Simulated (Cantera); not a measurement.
Input (Python, Cantera):

```python
import numpy as np
import cantera as ct

gas = ct.Solution("gri30.yaml")
gas.TPX = 950, 100000, {'CH3OH': 1, 'O2': 1.6, 'N2': 6}
reactor = ct.IdealGasReactor(gas, energy="on", clone=False)
net = ct.ReactorNet([reactor])
net.rtol, net.atol = 1e-08, 1e-16
show = ['CH3OH', 'O2', 'OH', 'C2H2', 'CO', 'N2O', 'HCN']
times = np.geomspace(5e-06, 2, 16)

steps = ct.SolutionArray(gas, extra=["t"])
rows = []
print(f"{'t/s':>10s}{'T/K':>9s}{'P/Pa':>11s}" + "".join(f"{s:>11s}" for s in show))
for t in times:
    while net.time < t:
        t_next = net.step()
        steps.append(gas.state, t=t_next)
    rows.append([np.interp(t, steps.t, y) for y in (steps.T, steps.P, *steps(*show).X.T)])
    print(f"{t:10.3e}{rows[-1][0]:9.1f}{rows[-1][1]:11.4g}" + "".join(f"{x:11.3e}" for x in rows[-1][2:]))
rate = np.gradient(steps.T, steps.t)
print("integrator steps:", len(steps.t))
if steps.T.max() > steps.T[0] + 200:
    print(f"time of steepest temperature rise: {steps.t[rate.argmax()]:.4e} s")
gas.TPX = 950, 100000, {'CH3OH': 1, 'O2': 1.6, 'N2': 6}
gas.equilibrate("UV")
print(f"equilibrium (UV): T = {gas.T:.1f} K  " + "  ".join(f"{s} {gas[s].X[0]:.3e}" for s in show))
```

It prints:

```
       t/s      T/K       P/Pa      CH3OH         O2         OH       C2H2         CO        N2O        HCN
 5.000e-06    950.0      1e+05  1.163e-01  1.860e-01  5.623e-14  1.240e-26  7.364e-13  7.485e-21  5.009e-29
 1.182e-05    950.0      1e+05  1.163e-01  1.860e-01  5.634e-14  2.967e-26  1.745e-12  1.928e-20  1.263e-28
 2.792e-05    950.0      1e+05  1.163e-01  1.860e-01  5.643e-14  7.047e-26  4.129e-12  5.320e-20  3.094e-28
 6.598e-05    950.0      1e+05  1.163e-01  1.860e-01  5.658e-14  1.669e-25  9.762e-12  1.685e-19  7.445e-28
 1.559e-04    950.0      1e+05  1.163e-01  1.860e-01  5.678e-14  3.947e-25  2.307e-11  6.551e-19  1.780e-27
 3.684e-04    950.0      1e+05  1.163e-01  1.860e-01  5.692e-14  9.331e-25  5.454e-11  3.094e-18  4.243e-27
 8.706e-04    950.0      1e+05  1.163e-01  1.860e-01  5.695e-14  2.205e-24  1.289e-10  1.643e-17  1.008e-26
 2.057e-03    950.0      1e+05  1.163e-01  1.860e-01  5.696e-14  5.213e-24  3.048e-10  9.069e-17  2.388e-26
 4.861e-03    950.0      1e+05  1.163e-01  1.860e-01  5.697e-14  1.232e-23  7.214e-10  5.068e-16  5.650e-26
 1.149e-02    950.0      1e+05  1.163e-01  1.860e-01  5.704e-14  2.914e-23  1.711e-09  2.820e-15  1.337e-25
 2.714e-02    950.0      1e+05  1.163e-01  1.860e-01  5.758e-14  6.901e-23  4.076e-09  1.579e-14  3.168e-25
 6.414e-02    950.0      1e+05  1.163e-01  1.860e-01  6.247e-14  1.639e-22  9.829e-09  8.753e-14  7.544e-25
 1.516e-01    950.0      1e+05  1.163e-01  1.860e-01  9.998e-14  3.916e-22  2.447e-08  4.809e-13  1.836e-24
 3.582e-01    950.0      1e+05  1.163e-01  1.860e-01  3.332e-13  9.506e-22  6.908e-08  2.606e-12  4.941e-24
 8.464e-01    950.0      1e+05  1.163e-01  1.860e-01  2.590e-12  2.428e-21  4.050e-07  1.537e-11  2.104e-23
 2.000e+00   2712.7  3.112e+05  4.188e-16  2.210e-02  1.589e-02  1.774e-18  3.039e-02  8.386e-07  9.796e-10
integrator steps: 2683
time of steepest temperature rise: 1.8365e+00 s
equilibrium (UV): T = 2712.7 K  CH3OH 4.348e-16  O2 2.210e-02  OH 1.589e-02  C2H2 1.916e-18  CO 3.039e-02  N2O 8.386e-07  HCN 9.796e-10
```

Cantera simulation using GRI-Mech 3.0 (53 species, 325 reactions); the numbers are that mechanism's predictions, not measurements. GRI-Mech 3.0 was tuned for natural gas; its chemistry of methanol as a main component is partial and can be far from experiment. Below about 1000 K GRI-Mech 3.0 lacks low-temperature oxidation paths.
